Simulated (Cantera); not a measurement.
Input: 1 mol Si₃N₄, 16 mol O₂, held at 16.0 mbar.

These are equilibrium values from Cantera (NASA tables, ideal gas, pure condensed phases), not measurements of a reactor. Candidate condensed phases: Si, SiO₂, Si₂N₂O, Si₃N₄; 16 gas species. The tables hold silica as quartz up to 1696 K and as liquid above; real silica turns to tridymite and cristobalite and melts near 1996 K. Rates play no part.

x: gas mole fraction; n: condensed amount in mol.

| T (°C) | x O₂ | x N₂ | x NO | x O | x NO₂ | n SiO₂(β-quartz) | n SiO₂(condensed) |
|---|---|---|---|---|---|---|---|
| 702 | 0.867 | 0.133 | 1.97e-5 | 5.31e-10 | 3.27e-7 | 3.00 | 0 |
| 777 | 0.867 | 0.133 | 4.41e-5 | 4.92e-9 | 4.39e-7 | 3.00 | 0 |
| 852 | 0.867 | 0.133 | 8.87e-5 | 3.40e-8 | 5.68e-7 | 3.00 | 0 |
| 927 | 0.867 | 0.133 | 0.000163 | 1.84e-7 | 7.12e-7 | 3.00 | 0 |
| 1002 | 0.867 | 0.133 | 0.000280 | 8.22e-7 | 8.69e-7 | 3.00 | 0 |
| 1077 | 0.866 | 0.133 | (withheld) | (withheld) | (withheld) | 3.00 | 0 |
| 1152 | 0.866 | 0.133 | 0.000694 | 1.02e-5 | 1.22e-6 | 3.00 | 0 |
| 1227 | 0.866 | 0.133 | 0.00102 | 2.98e-5 | 1.41e-6 | 3.00 | 0 |
| 1302 | 0.866 | 0.133 | 0.00145 | 7.88e-5 | 1.61e-6 | 3.00 | 0 |
| 1377 | 0.865 | 0.132 | 0.00198 | 0.000190 | 1.81e-6 | 3.00 | 0 |
| 1452 | 0.865 | 0.132 | (withheld) | (withheld) | (withheld) | 0 | 3.00 |
| 1527 | 0.864 | 0.132 | 0.00344 | 0.000894 | 2.23e-6 | 0 | 3.00 |
| 1602 | 0.863 | 0.131 | 0.00439 | 0.00177 | 2.44e-6 | 0 | 3.00 |

Task: Complete the blanks.

Result: 
- 1077, x NO: 0.000452
- 1077, x O: 3.11e-6
- 1077, x NO₂: 1.04e-6
- 1452, x NO: 0.00265
- 1452, x O: 0.000427
- 1452, x NO₂: 2.02e-6
